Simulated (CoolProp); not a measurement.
Computed with CoolProp (reference Helmholtz-energy equation of state, Lemmon 2006). It is a short technical equation, of lower accuracy than the large ones.

Q: For carbonyl sulfide, give the phase and the density (kg/m³), cv (kJ/(kg K)), speed of sound (m/s) at 400.7 K and 0.868 MPa; 400.7 K and 2.61 MPa.

A: 
- 400.7 K and 0.868 MPa: gas; density 16.3, cv 0.635, speed of sound 254
- 400.7 K and 2.61 MPa: gas; density 53.8, cv 0.656, speed of sound 239
